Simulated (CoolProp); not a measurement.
Ammonia at 395.53 K and 1.76 MPa is compressed adiabatically to 6.29 MPa with isentropic efficiency 0.9. Each further row changes one setting.

Values from CoolProp's reference Helmholtz-energy equation of state, Gao 2020.

```tsv
case	work (kJ/kg)	final temperature (K)	final density (kg/m³)
as stated	[?]	531.0	26.3
efficiency 1	[?]	521.0	27.0
efficiency 0.65	[?]	[?]	[?]
```

Complete the blanks.


- as stated, work (kJ/kg): 292
- efficiency 1, work (kJ/kg): 262
- efficiency 0.65, work (kJ/kg): 404
- efficiency 0.65, final temperature (K): 569.8
- efficiency 0.65, final density (kg/m³): 24.0
